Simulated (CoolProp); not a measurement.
Vapour-liquid equilibrium of nitrogen (1) + methane (2) at 115.2 K; x and y are mole fractions of (1).

Values from CoolProp's multi-fluid Helmholtz-energy mixture model, Span 2000 and Setzmann 1991; pair parameters Kunz 2012.

Task: Give the bubble pressure and the first vapour's composition at x = 0.35, 0.5, 0.95. Is there an azeotrope?

Result: x = 0.35: 0.8812 MPa, y = 0.860; x = 0.5: 1.108 MPa, y = 0.898; x = 0.95: 1.841 MPa, y = 0.986. No azeotrope shows between x = 0.05 and 0.95.

The pair parameters rest on a limited set of measurements; away from them the model extrapolates. The gap from Raoult's law changes sign with composition, which may be real or a fault of the pair parameters; it wasn't checked against measurements.
